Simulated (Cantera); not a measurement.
Equilibrium for silicon epitaxy and polysilicon growth: SiHCl3 + HCl + H2

Feed: 1 mol SiHCl3, 0.019 mol HCl, 630 mol H2, equilibrated at 1050 °C and 36.0 mbar.

Equilibrium computed with Cantera from the NASA thermochemical tables; the gas is ideal and each condensed phase is pure. Candidate condensed phases: Si; 19 gas species. Kinetics and transport are ignored.

| Quantity | Value |
|---|---|
| x(H2) | 0.995 |
| x(HCl) | 0.00465 |
| x(SiCl2) | 5.95e-5 |
| x(H) | 8.36e-6 |
| n(Si(s)) | 0.961 mol |
| gas amount | 632.0 mol |
